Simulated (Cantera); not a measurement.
## Silicon nitride deposition: SiH₂Cl₂ + N₂ + H₂ + NH₃

A closed system holds: 1 mol SiH₂Cl₂, 1.9 mol N₂, 0.18 mol H₂, 0.34 mol NH₃, held at 1.00 bar.

Cantera equilibrium calculation (NASA polynomials, part measured and part estimated; ideal gas, pure solids and liquids). Candidate condensed phases: NH₄Cl, Si, Si₃N₄; 28 gas species. The tables' values for SiCl₃, SiCl are old estimates; treat these amounts as uncertain. Gases not in the tables: Si₂H₆ and higher silanes. The numbers say what is thermodynamically allowed, not how fast it happens.

```
T (°C)   x N₂  x HCl   x H₂   x SiCl₂   x SiCl₄   x SiCl₃  n Si₃N₄(s)
------  -----  -----  -----  --------  --------  --------  ----------
500     0.394  0.237  0.303  3.15e-12    0.0656   3.77e-8       0.246
650     0.387  0.274  0.283   3.80e-9    0.0558   2.30e-6       0.258
800     0.381  0.300  0.269   6.09e-7    0.0487   4.31e-5       0.267
950     0.378  0.319  0.259   2.71e-5    0.0432  0.000383       0.273
1100    0.375  0.331  0.252  0.000507    0.0379   0.00204       0.276
1250    0.375  0.332  0.248   0.00492    0.0303   0.00706       0.273
1400    0.379  0.309  0.252    0.0260    0.0174    0.0147       0.249
1550    0.389  0.249  0.267    0.0713   0.00534    0.0157       0.199
1700    0.402  0.178  0.290     0.118  0.000989   0.00985       0.142
```
x: gas mole fraction; n: condensed amount in mol.

From 500 °C to 1700 °C the condensed part is Si₃N₄(s). The main Si-bearing gas is SiCl₄ at 500 °C and SiCl₂ at 1700 °C. The share of Si in condensed phases is highest at 1100 °C (82.9 %) and lowest at 1700 °C (42.5 %).
